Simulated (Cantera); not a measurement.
Input (Python, Cantera):

```python
import numpy as np
import cantera as ct

gas = ct.Solution("gri30.yaml")
gas.TPX = 1475, 48000, {'C3H8': 1, 'H2': 18}
reactor = ct.IdealGasConstPressureReactor(gas, energy="off", clone=False)
net = ct.ReactorNet([reactor])
net.rtol, net.atol = 1e-08, 1e-18
show = ['C3H8', 'H2', 'CH4', 'C2H', 'CH3', 'C2H4']
times = np.geomspace(3e-05, 9, 13)

steps = ct.SolutionArray(gas, extra=["t"])
rows = []
print(f"{'t/s':>10s}{'T/K':>9s}{'P/Pa':>11s}" + "".join(f"{s:>11s}" for s in show))
for t in times:
    while net.time < t:
        t_next = net.step()
        steps.append(gas.state, t=t_next)
    rows.append([np.interp(t, steps.t, y) for y in (steps.T, steps.P, *steps(*show).X.T)])
    print(f"{t:10.3e}{rows[-1][0]:9.1f}{rows[-1][1]:11.4g}" + "".join(f"{x:11.3e}" for x in rows[-1][2:]))
rate = np.gradient(steps.T, steps.t)
print("integrator steps:", len(steps.t))
if steps.T.max() > steps.T[0] + 200:
    print(f"time of steepest temperature rise: {steps.t[rate.argmax()]:.4e} s")
gas.TPX = 1475, 48000, {'C3H8': 1, 'H2': 18}
gas.equilibrate("TP")
print(f"equilibrium (TP): T = {gas.T:.1f} K  " + "  ".join(f"{s} {gas[s].X[0]:.3e}" for s in show))
```

Output:

```
       t/s      T/K       P/Pa       C3H8         H2        CH4        C2H        CH3       C2H4
 3.000e-05   1475.0    4.8e+04  3.363e-02  9.301e-01  1.579e-02  7.887e-11  1.938e-03  1.690e-02
 8.581e-05   1475.0    4.8e+04  7.593e-03  9.065e-01  4.175e-02  1.274e-09  9.605e-04  3.968e-02
 2.455e-04   1475.0    4.8e+04  4.567e-04  9.000e-01  5.045e-02  1.744e-09  2.265e-04  4.270e-02
 7.021e-04   1475.0    4.8e+04  1.805e-05  8.998e-01  5.131e-02  1.013e-09  7.473e-05  3.955e-02
 2.008e-03   1475.0    4.8e+04  2.793e-07  9.001e-01  5.147e-02  8.447e-10  4.257e-05  3.530e-02
 5.745e-03   1475.0    4.8e+04  1.104e-07  9.006e-01  5.158e-02  1.091e-09  3.573e-05  2.784e-02
 1.643e-02   1475.0    4.8e+04  5.461e-08  9.012e-01  5.177e-02  1.440e-09  3.086e-05  1.649e-02
 4.700e-02   1475.0    4.8e+04  2.096e-08  9.016e-01  5.215e-02  1.508e-09  2.582e-05  7.884e-03
 1.344e-01   1475.0    4.8e+04  1.549e-08  9.012e-01  5.307e-02  1.473e-09  2.484e-05  6.130e-03
 3.846e-01   1475.0    4.8e+04  1.547e-08  8.998e-01  5.549e-02  1.414e-09  2.550e-05  5.971e-03
 1.100e+00   1475.0    4.8e+04  1.548e-08  8.967e-01  6.110e-02  1.287e-09  2.704e-05  5.642e-03
 3.146e+00   1475.0    4.8e+04  1.530e-08  8.915e-01  7.035e-02  1.102e-09  2.949e-05  5.104e-03
 9.000e+00   1475.0    4.8e+04  1.504e-08  8.877e-01  7.695e-02  9.854e-10  3.118e-05  4.723e-03
integrator steps: 1132
equilibrium (TP): T = 1475.0 K  C3H8 1.501e-08  H2 8.873e-01  CH4 7.770e-02  C2H 9.728e-10  CH3 3.137e-05  C2H4 4.681e-03
```

Model: GRI-Mech 3.0 (53 species, 325 reactions), integrated in Cantera. GRI-Mech 3.0 was tuned for natural gas; its chemistry of propane as a main component is partial and can be far from experiment. GRI-Mech 3.0 stops at C3 and has no aromatics, soot or wall deposition, so with more carbon than oxygen in the feed, carbon stays in small species such as C2H2 where larger ones or solid carbon would form.
